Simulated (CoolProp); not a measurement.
Values from CoolProp's reference Helmholtz-energy equation of state, Gao 2022.

**Question.** Give the vapour pressure (bar), liquid density (kg/m³), vapour Z of saturated n-perfluorobutane at 189.5, 200.9, 246.7 K.

**Answer.** 
| T (K) | p (bar) | liquid density (kg/m³) | vapour Z |
|---|---|---|---|
| 189.5 | 0.00583 | 1880 | 0.999 |
| 200.9 | 0.0165 | 1840 | 0.998 |
| 246.7 | 0.336 | 1680 | 0.979 |
